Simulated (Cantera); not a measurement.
A closed system holds: 1 mol Si, 1.4 mol Cl2, 5 mol H2, at 700 K and 100 Torr.

Cantera equilibrium calculation (NASA polynomials, part measured and part estimated; ideal gas, pure solids and liquids). Candidate condensed phases: Si; 19 gas species. Equilibrium is a limit: real reactors are often held back by kinetics, nucleation or transport.

Q: What is the equilibrium state?

A: 
```json
{
 "x(H2)": "0.866",
 "x(SiCl4)": "0.0963",
 "x(SiHCl3)": "0.0361",
 "x(SiH2Cl2)": "0.000892",
 "x(HCl)": "0.000472",
 "x(SiCl3)": "7.32e-6",
 "x(SiH3Cl)": "4.72e-6",
 "n(Si(s))": "0.247 mol",
 "gas_amount": "5.647 mol"
}
```
